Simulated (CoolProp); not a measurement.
Vapour-liquid equilibrium of R134a (1) + R124 (2) at 0.434 bar; x and y are mole fractions of (1).

Model: multi-fluid Helmholtz-energy mixture model, Tillner-Roth 1994 and de Vries 1995; pair parameters Bell 2016, in CoolProp.

```
x     bubble temperature (°C)  y at the bubble point  dew temperature at overall composition x (°C)  liquid density (mol/L)
----  -----------------------  ---------------------  ---------------------------------------------  ----------------------
0.05                    -31.7                    [?]                                          -31.1                   11.32
0.15                    -33.9                  0.278                                          -32.3                   11.57
0.25                    -35.7                  0.414                                          -33.5                     [?]
0.35                    -37.2                  0.524                                          -34.8                   12.07
0.45                    -38.4                  0.617                                          -36.1                   12.34
0.55                      [?]                  0.697                                            [?]                   12.61
0.65                    -40.5                  0.770                                          -38.9                     [?]
0.75                    -41.3                  0.837                                            [?]                   13.19
0.85                    -42.1                  0.902                                          -41.5                   13.49
0.95                    -42.8                  0.967                                          -42.6                   13.82
```

**Question.** Some entries are withheld; supply them.

**Answer.** 
- 0.05, y at the bubble point: 0.105
- 0.25, liquid density (mol/L): 11.82
- 0.55, bubble temperature (°C): -39.5
- 0.55, dew temperature at overall composition x (°C): -37.5
- 0.65, liquid density (mol/L): 12.89
- 0.75, dew temperature at overall composition x (°C): -40.2

No azeotrope shows between x = 0.05 and 0.95.

The pair parameters rest on a limited set of measurements; away from them the model extrapolates.
